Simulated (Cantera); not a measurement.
Charge: 1 mol BN, 16 mol O2, at 1.00 bar.

Cantera equilibrium calculation (NASA polynomials, part measured and part estimated; ideal gas, pure solids and liquids). Candidate condensed phases: B, BN, B2O3; 17 gas species. Kinetics and transport are ignored.

x: gas mole fraction; n: condensed amount in mol.

```json
[
 {"T (°C)": "527", "x O2": "0.968", "x N2": "0.0317", "x B2O3": "<1e-12", "x NO": "8.64e-7", "n B2O3(l)": "0.500"},
 {"T (°C)": "677", "x O2": "0.968", "x N2": "0.0317", "x B2O3": "<1e-12", "x NO": "…", "n B2O3(l)": "0.500"},
 {"T (°C)": "827", "x O2": "0.968", "x N2": "0.0317", "x B2O3": "2.56e-10", "x NO": "3.66e-5", "n B2O3(l)": "0.500"},
 {"T (°C)": "977", "x O2": "0.968", "x N2": "0.0317", "x B2O3": "4.41e-8", "x NO": "0.000121", "n B2O3(l)": "0.500"},
 {"T (°C)": "1127", "x O2": "0.968", "x N2": "0.0316", "x B2O3": "2.40e-6", "x NO": "0.000311", "n B2O3(l)": "0.500"},
 {"T (°C)": "1277", "x O2": "0.968", "x N2": "0.0314", "x B2O3": "5.83e-5", "x NO": "0.000664", "n B2O3(l)": "0.499"},
 {"T (°C)": "1427", "x O2": "0.967", "x N2": "0.0311", "x B2O3": "…", "x NO": "…", "n B2O3(l)": "0.486"},
 {"T (°C)": "1577", "x O2": "0.959", "x N2": "0.0305", "x B2O3": "0.00673", "x NO": "0.00206", "n B2O3(l)": "0.381"}
]
```

### Question
Fill in the missing entries.

### Answer

- 677, x NO: 7.56e-6
- 1427, x B2O3: 0.000782
- 1427, x NO: 0.00124
